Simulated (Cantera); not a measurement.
Input (Python, Cantera):

```python
import numpy as np
import cantera as ct

gas = ct.Solution("gri30.yaml")


def delay(T, t_max=10):
    gas.TPX = T, 1000000, {'CH4': 1, 'O2': 2.56, 'N2': 9.64}
    reactor = ct.IdealGasReactor(gas, clone=False)
    net = ct.ReactorNet([reactor])
    net.rtol, net.atol = 1e-8, 1e-16
    while net.time < t_max:
        t_old, T_old = net.time, reactor.T
        net.step()
        if reactor.T > T + 400:  # ignition: a rise of 400 K
            return t_old + (T + 400 - T_old) / (reactor.T - T_old) * (net.time - t_old)
    return np.nan


taus = []
for T in [1000, 1100, 1200, 1300, 1400, 1500, 1600, 1700]:
    taus.append(delay(T))
    print(f"T0 = {T:6g} K   tau = {taus[-1]:.4e} s")
```

It prints:

```
T0 =   1000 K   tau = 7.5114e-02 s
T0 =   1100 K   tau = 1.5359e-02 s
T0 =   1200 K   tau = 4.0563e-03 s
T0 =   1300 K   tau = 1.2426e-03 s
T0 =   1400 K   tau = 4.2462e-04 s
T0 =   1500 K   tau = 1.5939e-04 s
T0 =   1600 K   tau = 6.5338e-05 s
T0 =   1700 K   tau = 2.9285e-05 s
```

Computed with Cantera and GRI-Mech 3.0 (53 species, 325 reactions).
